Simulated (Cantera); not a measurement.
Mixture: H₂ : O₂ : N₂ = 1 : 0.862 : 3.24 (molar parts), equivalence ratio 0.58, at 200000 Pa, adiabatic and at constant volume. Ignition delay is the time to a rise of 400 K.

Computed with Cantera and the H2/O2 subset of GRI-Mech 3.0, which has no nitrogen chemistry. Where the delays flatten at high temperature, the 400 K rule measures the pace of heat release, not the induction time.

Q: What does this change do: O2 0.862 to 0.35 parts?

A: 
```tsv
quantity	before	after
delay at 1150 K	35.9 µs	64.9 µs
delay at 1250 K	18.8 µs	34.0 µs
delay at 1350 K	12.1 µs	22.0 µs
delay at 1450 K	8.79 µs	16.3 µs
delay at 1550 K	7.02 µs	13.4 µs
```
